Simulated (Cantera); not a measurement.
# Adiabatic ignition

An adiabatic, constant-pressure homogeneous reactor starts with CH₄ : O₂ : N₂ : H₂O = 1 : 2.25 : 8.45 : 0.91 (molar parts), equivalence ratio 0.89, at 1498 K and 6.90 bar.

Cantera simulation using GRI-Mech 3.0 (53 species, 325 reactions); the numbers are that mechanism's predictions, not measurements.

```tsv
t (s)	T (K)	x CH₄	x O₂	x H₂O	x HO₂	x OH	x H₂	x HCO
2.00e-6	1498	0.0793	0.178	0.0722	7.99e-7	1.45e-8	1.50e-7	<1e-12
5.26e-6	1498	0.0793	0.178	0.0722	1.88e-6	3.58e-8	5.02e-7	4.98e-12
1.38e-5	1498	0.0793	0.178	0.0722	3.72e-6	1.07e-7	2.21e-6	6.10e-11
3.64e-5	1498	0.0792	0.178	0.0722	5.56e-6	3.47e-7	1.50e-5	1.09e-9
9.58e-5	1501	0.0784	0.178	0.0728	1.28e-5	8.82e-7	0.000129	1.35e-8
0.000252	1558	0.0669	0.169	0.0827	0.000111	1.30e-5	0.00327	7.44e-7
0.000663	2747	<1e-12	0.0256	0.208	1.24e-5	0.0154	0.00882	2.98e-8
0.00174	2739	<1e-12	0.0236	0.209	1.14e-5	0.0148	0.00892	2.96e-8
0.00459	2738	<1e-12	0.0232	0.209	1.13e-5	0.0147	0.00894	2.96e-8
0.0121	2738	<1e-12	0.0232	0.209	1.13e-5	0.0147	0.00894	2.96e-8
0.0317	2738	<1e-12	0.0232	0.209	1.13e-5	0.0147	0.00894	2.96e-8
0.0835	2738	<1e-12	0.0232	0.209	1.13e-5	0.0147	0.00894	2.96e-8
0.220	2738	<1e-12	0.0232	0.209	1.13e-5	0.0147	0.00894	2.96e-8
0.578	2738	<1e-12	0.0232	0.209	1.13e-5	0.0147	0.00894	2.96e-8
1.52	2738	<1e-12	0.0232	0.209	1.13e-5	0.0147	0.00894	2.96e-8
4.00	2738	<1e-12	0.0232	0.209	1.13e-5	0.0147	0.00894	2.96e-8
```
x: mole fraction; the columns are a selection and need not sum to one.

| Quantity | Result |
|---|---|
| time of steepest temperature rise | 0.291 ms |
| temperature at 4.00 s | 2738 K |
| equilibrium temperature | 2738 K |
| x(CH₄) at 4.00 s | <1e-12 (gas-phase equilibrium <1e-12) |
| x(O₂) at 4.00 s | 0.0232 (gas-phase equilibrium 0.0232) |
| x(H₂O) at 4.00 s | 0.209 (gas-phase equilibrium 0.209) |
